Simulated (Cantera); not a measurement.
**Stirred combustor or abatement burner**

A perfectly stirred reactor is fed with C3H8 : O2 : N2 : H2O = 1 : 3.85 : 14.5 : 0.044 (molar parts), equivalence ratio 1.3, at 1.01 bar; it is adiabatic with a 400 K inlet, and is followed from long to short residence time, starting on the burning branch (τ in s: 0.091, 0.029, 0.0095, 0.0031, 0.00099, 0.00032, 0.0001, 3.3e-05, 1.1e-05).

Model: GRI-Mech 3.0 (53 species, 325 reactions), integrated in Cantera. GRI-Mech 3.0 was tuned for natural gas; its chemistry of propane as a main component is partial and can be far from experiment.

```tsv
τ (s)	T (K)	x C3H8	x O2	x CH2	x CH3	x O
0.091	2169	2.50e-7	0.000184	3.96e-7	6.16e-6	6.80e-5
0.029	2155	6.28e-7	0.000383	8.72e-7	1.12e-5	0.000141
0.0095	2136	1.52e-6	0.000764	1.81e-6	2.08e-5	0.000275
0.0031	2109	3.79e-6	0.00145	3.75e-6	4.20e-5	0.000485
0.00099	2075	1.03e-5	0.00272	8.36e-6	9.70e-5	0.000741
0.00032	2030	3.11e-5	0.00549	2.02e-5	0.000251	0.000944
0.00010	1910	0.000146	0.0161	5.33e-5	0.000825	0.000897
3.3e-5	400	0.0516	0.199	<1e-12	<1e-12	<1e-12
1.1e-5	400	0.0516	0.199	<1e-12	<1e-12	<1e-12
```
x: mole fraction; the columns are a selection and need not sum to one.
